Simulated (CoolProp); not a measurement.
Computed with CoolProp (reference Helmholtz-energy equation of state, Gao 2022).

Give the vapour pressure (kPa), liquid density (kg/m³), enthalpy of vaporisation (kJ/kg), liquid cp (kJ/(kg K)) of saturated n-perfluorohexane at -46.35, -29.25 °C.


| T (°C) | p (kPa) | liquid density (kg/m³) | enthalpy of vaporisation (kJ/kg) | liquid cp (kJ/(kg K)) |
|---|---|---|---|---|
| -46.35 | 0.346 | 1880 | 111 | 0.935 |
| -29.25 | 1.36 | 1830 | 107 | 0.962 |
